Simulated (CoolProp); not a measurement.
Values from CoolProp's reference Helmholtz-energy equation of state, Thol 2014.

Problem. For chloromethane (R40), give the phase and the density (kg/m³), Joule-Thomson coefficient (K/MPa), isothermal compressibility (1/MPa), fugacity coefficient at 285.1 K and 2.77 MPa.

Solution. 
- 285.1 K and 2.77 MPa: liquid; density 942, Joule-Thomson coefficient -0.282, isothermal compressibility 0.00204, fugacity coefficient 0.136
